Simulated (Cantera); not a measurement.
Charge: 1 mol CuO, 0.93 mol F2, 4.3 mol H2, at 1.00 Torr.

Equilibrium computed with Cantera from the NASA thermochemical tables; the gas is ideal and each condensed phase is pure. Candidate condensed phases: Cu, CuF2, CuO, Cu(OH)2, Cu2O, H2O; 27 gas species. Kinetics and transport are ignored.

### Question
At 1077 °C, list the 4 most abundant gas species with their mole fractions, and the condensed phases.

### Answer
H2 0.453, HF 0.355, H2O 0.191, Cu 0.000367. Condensed: Cu(s).
